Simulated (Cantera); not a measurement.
# Equilibrium for tantalum, niobium, vanadium and zirconium in process gases: Ta + H₂O

Feed: 1 mol Ta, 0.21 mol H₂O, equilibrated at 0.00143 Torr.

Equilibrium computed with Cantera from the NASA thermochemical tables; the gas is ideal and each condensed phase is pure. Candidate condensed phases: H₂O, Ta, Ta₂O₅; 12 gas species. Mutual solubility and eutectic melting of coexisting phases are not modelled. Condensed phases not in the tables: N, O or C dissolved in the metal. Kinetics and transport are ignored.

```tsv
T (K)	x H₂	x H	x TaO	x TaO₂	x Ta	x O	n Ta(s)	n Ta₂O₅(s)
1625	0.950	0.0499	3.44e-5	0.000168	<1e-12	2.15e-8	0.916	0.0420
1725	0.871	0.126	0.000416	0.00208	2.53e-11	3.56e-7	0.916	0.0418
1825	0.707	0.269	0.00380	0.0194	5.00e-10	4.32e-6	0.915	0.0398
1925	0.394	0.435	0.0275	0.142	7.26e-9	4.04e-5	0.901	0.0205
2025	0.166	0.570	0.0762	0.187	8.09e-8	0.000142	0.877	0
2125	0.0641	0.667	0.140	0.128	7.19e-7	0.000324	0.858	0
2225	0.0214	0.687	0.219	0.0727	5.26e-6	0.000615	0.832	0
2325	0.00722	0.678	0.282	0.0319	3.24e-5	0.000952	0.810	0
2425	0.00267	0.671	0.313	0.0117	0.000172	0.00126	0.798	0
2525	0.00108	0.667	0.325	0.00411	0.000800	0.00153	0.793	0
2625	0.000466	0.665	0.328	0.00149	0.00331	0.00179	0.790	0
2725	0.000212	0.659	0.326	0.000565	0.0123	0.00205	0.784	0
```
x: gas mole fraction; n: condensed amount in mol.

From 1625 K to 1925 K the condensed part is Ta(s) + Ta₂O₅(s). From 2025 K to 2725 K the condensed part is Ta(s). The main Ta-bearing gas is TaO₂ at 1625 K and TaO at 2725 K. The share of Ta in condensed phases is highest at 1625 K (100.0 %) and lowest at 2725 K (78.4 %).
